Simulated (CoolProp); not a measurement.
Values from CoolProp's reference Helmholtz-energy equation of state, de Vries 1995.

Task: Give the vapour pressure (MPa), vapour Z, surface tension (mN/m), liquid viscosity (µPa s) of saturated R124 at 188.2, 197.9, 200.4 K.

Result: 
```tsv
T (K)	p (MPa)	vapour Z	surface tension (mN/m)	liquid viscosity (µPa s)
188.2	0.00109	0.998	23.9	1400
197.9	0.00251	0.997	22.5	1120
200.4	0.00306	0.997	22.2	1060
```

Viscosity comes from a separate model (Bell 2016), an estimate that may be off by 10 % or more. Surface tension comes from a separate correlation (Mulero 2012).
